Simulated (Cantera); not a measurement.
Input: 1 mol Si₃N₄, 0.11 mol CO₂, 8.1 mol N₂, at 0.140 Pa.

These are equilibrium values from Cantera (NASA tables, ideal gas, pure condensed phases), not measurements of a reactor. Candidate condensed phases: C, Si, SiC, SiO₂, Si₂N₂O, Si₃N₄; 34 gas species. The tables' values for SiN are old estimates; treat these amounts as uncertain. Rates play no part. All values below are at 1600 °C.

Base state: N₂ 0.765, Si 0.219, SiO 0.00835, CO 0.00830, SiN 8.14e-5, Si₂ 5.66e-5, Si₂C 2.48e-5 (mole fractions); condensed: gas only.

Q: What changes in the equilibrium state with this change: pressure from 0.140 Pa to 6.90 Pa?

A: 
| species | before | after |
|---|---|---|
| N₂ | 0.765 | 0.850 |
| Si | 0.219 | 0.128 |
| SiO | 0.00835 | 0.0159 |
| Si₃ | 4.49e-7 | 0.000218 |
| Si₂N | 4.20e-6 | 0.000524 |
| Si(l), mol | 0 | 1.14 |
| SiC(s), mol | 0 | 0.0558 |
Mutual solubility and eutectic melting of coexisting phases are not modelled.
